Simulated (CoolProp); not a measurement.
Model: reference Helmholtz-energy equation of state, Lemmon 2006, in CoolProp. It is a short technical equation, of lower accuracy than the large ones.

Question: For acetone, give the phase and the Z, cp (kJ/(kg K)), speed of sound (m/s), Joule-Thomson coefficient (K/MPa) at 192.1 K and 9.25 bar.

Answer: 
- 192.1 K and 9.25 bar: liquid; Z 0.0374, cp 2.00, speed of sound 1690, Joule-Thomson coefficient -0.430
